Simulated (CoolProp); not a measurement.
Vapour-liquid equilibrium of o-xylene (1) + n-undecane (2) at 0.000819 MPa; x and y are mole fractions of (1).

Values from CoolProp's multi-fluid Helmholtz-energy mixture model, Zhou 2012 and Aleksandrov 2011; pair parameters Bell 2016.

### Question
Give the bubble temperature and the first vapour's composition at x = 0.05, 0.425, 0.65. Is there an azeotrope?

### Answer
x = 0.05: 333.0 K, y = 0.319; x = 0.425: 309.7 K, y = 0.906; x = 0.65: 303.2 K, y = 0.964. No azeotrope shows between x = 0.05 and 0.95.

The pair parameters rest on a limited set of measurements; away from them the model extrapolates. The gap from Raoult's law changes sign with composition, which may be real or a fault of the pair parameters; it wasn't checked against measurements.
